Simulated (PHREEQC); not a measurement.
Make-up at 90 °C: 0.084 mol NaOH, 5.5e-06 mol CO2 and 0.00098 mol K3PO4 per kg of water. Closed to the air; pH follows from the charge balance.

The numbers come from PHREEQC with the ion-association model, phreeqc.dat.

This is a speciation only: nothing precipitates in the calculation.

Problem. Order these C species by the share of C that they hold, largest first: CO3-2, NaCO3-, HCO3-.

Solution. NaCO3- (89 %), CO3-2 (11 %), HCO3- (0.42 %)

The pH is 11.20 and the ionic strength 0.0888 mol/kgw. Constants without temperature data keep their 25 °C values here.
